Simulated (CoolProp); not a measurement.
Vapour-liquid equilibrium of acetone (1) + n-decane (2) at 359.2 K; x and y are mole fractions of (1).

The numbers come from the multi-fluid Helmholtz-energy mixture model, Lemmon 2006 and Lemmon 2006; pair parameters Bell 2016 in CoolProp.

```csv
x,"bubble pressure, mixture model (kPa)","bubble pressure, Raoult's law (kPa)","y, mixture model","y, Raoult's law"
0.05,29.86,17.88,0.826,0.716
0.2,?,55.49,0.953,0.923
0.35,?,93.11,?,0.963
0.5,?,130.7,?,0.980
0.65,196.6,168.3,?,0.989
0.8,216.0,205.9,0.987,0.995
0.95,244.0,243.6,?,0.999
```

**Question.** Complete the blanks.

**Answer.** 
- 0.2, bubble pressure, mixture model (kPa): 100.1
- 0.35, bubble pressure, mixture model (kPa): 149.6
- 0.35, y, mixture model: 0.971
- 0.5, bubble pressure, mixture model (kPa): 178.0
- 0.5, y, mixture model: 0.978
- 0.65, y, mixture model: 0.982
- 0.95, y, mixture model: 0.996

The largest gap from Raoult's law is +80.4 % in bubble pressure, at x = 0.2. No azeotrope shows between x = 0.05 and 0.95.

The pair parameters rest on a limited set of measurements; away from them the model extrapolates. With so large a gap from Raoult's law the liquid may split in two, which this calculation doesn't test in full.
